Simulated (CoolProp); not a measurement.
The numbers come from the reference Helmholtz-energy equation of state, Gedanitz 2015 in CoolProp.

### Question
For cyclopentane, give the phase and the cp (kJ/(kg K)), cv (kJ/(kg K)), speed of sound (m/s) at 158.55 °C and 0.927 bar; 178.65 °C and 0.927 bar.

### Answer
- 158.55 °C and 0.927 bar: gas; cp 1.85, cv 1.73, speed of sound 231
- 178.65 °C and 0.927 bar: gas; cp 1.95, cv 1.82, speed of sound 237
